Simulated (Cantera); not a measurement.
Feed: 1 mol TiO₂, 0.31 mol C, 7.6 mol H₂.

Method: chemical equilibrium by Gibbs-energy minimisation in Cantera with the NASA 1993 tables (ideal gas, pure condensed phases). Candidate condensed phases: C, C₆H₆, C₇H₈, C₈H₁₈, H₂O, Ti, TiC, TiO, TiO₂, Ti₂O₃, Ti₃O₅, Ti₄O₇; 113 gas species. Mutual solubility and eutectic melting of coexisting phases are not modelled. Condensed phases not in the tables: Magnéli phases beyond Ti₄O₇. Kinetics and transport are ignored.

**Question.** What condenses at these points (T in °C, P in Pa): (1027, 1000000); (1227, 10); (1027, 36); (1527, 22000); (1127, 22000); (1527, 1700); (1127, 1000000); (1727, 460)?

**Answer.** 
| T (°C) | P in Pa | condensed phases | Ti condensed (%) |
|---|---|---|---|
| 1027 | 1000000 | TiO₂ + Ti₄O₇ | 100.0 |
| 1227 | 10 | Ti₃O₅ | 100.0 |
| 1027 | 36 | Ti₃O₅ + Ti₄O₇ | 100.0 |
| 1527 | 22000 | Ti₃O₅ | 100.0 |
| 1127 | 22000 | Ti₃O₅ + Ti₄O₇ | 100.0 |
| 1527 | 1700 | Ti₃O₅ | 100.0 |
| 1127 | 1000000 | Ti₄O₇ | 100.0 |
| 1727 | 460 | Ti₂O₃ + Ti₃O₅ | 100.0 |
